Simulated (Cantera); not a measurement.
A closed system holds: 1 mol SiCl₄, 0.17 mol NO, at 0.150 bar.

These are equilibrium values from Cantera (NASA tables, ideal gas, pure condensed phases), not measurements of a reactor. Candidate condensed phases: Si, SiO₂, Si₂N₂O, Si₃N₄; 23 gas species. Kinetics and transport are ignored. All values below are at 627 °C.

Base state: SiCl₄ 0.782, Cl₂ 0.145, N₂ 0.0726, Cl 7.28e-5 (mole fractions); condensed: SiO₂(β-quartz).

**Question.** What changes in the equilibrium state with this change: NO from 0.17 to 18 mol?

**Answer.** 
```tsv
species	before	after
N₂	0.0726	0.474
O₂	<1e-9	0.421
Cl₂	0.145	0.105
SiCl₄	0.782	<1e-9
NO	<1e-9	1.01e-5
Cl	7.28e-5	6.19e-5
SiO₂(β-quartz), mol	0.0850	1.00
```

**Question.** What changes in the equilibrium state with this change: NO from 0.17 to 1.3 mol?

**Answer.** 
```csv
species,before,after
Cl₂,0.145,0.565
N₂,0.0726,0.283
SiCl₄,0.782,0.152
Cl,7.28e-5,0.000143
"SiO₂(β-quartz), mol",0.0850,0.650
```
